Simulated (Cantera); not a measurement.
A perfectly stirred reactor is fed with CH4 : CO : O2 : N2 : H2O = 1 : 0.37 : 2.73 : 10.3 : 0.87 (molar parts), equivalence ratio 0.80, at 760 Torr; it is adiabatic with a 350 K inlet, and is followed from long to short residence time, starting on the burning branch (τ in s: 0.27, 0.091, 0.031, 0.011, 0.0036, 0.0012, 0.00041, 0.00014, 4.7e-05, 1.6e-05).

Computed with Cantera and GRI-Mech 3.0 (53 species, 325 reactions).

### Question
Predict: blow-out, bracketed by the residence times tried; x(CH4) at τ = 0.270 s; x(CO) at τ = 0.270 s; x(O2) at τ = 0.270 s; x(OH) at τ = 0.270 s; x(CH4) at τ = 1.20 ms; x(CO) at τ = 1.20 ms; x(O2) at τ = 1.20 ms; x(OH) at τ = 1.20 ms.

### Answer
| Quantity | Value |
|---|---|
| blow-out, bracketed by the residence times tried | burning at 0.140 ms, out at 47.0 µs |
| x(CH4) at τ = 0.270 s | 2.84e-6 |
| x(CO) at τ = 0.270 s | 0.000743 |
| x(O2) at τ = 0.270 s | 0.0360 |
| x(OH) at τ = 0.270 s | 0.00181 |
| x(CH4) at τ = 1.20 ms | 0.000132 |
| x(CO) at τ = 1.20 ms | 0.0109 |
| x(O2) at τ = 1.20 ms | 0.0418 |
| x(OH) at τ = 1.20 ms | 0.00554 |
